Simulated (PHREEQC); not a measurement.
Synthetic water in mmol/kgw, 25 °C, pH 5.91: Na 79.5; K 0.388; Ca 6.5; Mg 0.646; Cl 82.7; S(6) 6.73; Alkalinity (meq/kgw) 0.0609; Fe(2) 0.0096.

Valence states are taken as typed.

Computed with PHREEQC (Pitzer model, pitzer.dat).

Question: The ionic strength comes out as 0.109 mol/kgw. What activity coefficients do Cl-, Na+, Mg+2, Ca+2, H+ get?

Answer: Cl- 0.76, Na+ 0.78, Mg+2 0.35, Ca+2 0.33, H+ 0.79. Single-ion values are on the MacInnes scale.

No solid was allowed to form. Species that the database lacks are ignored.
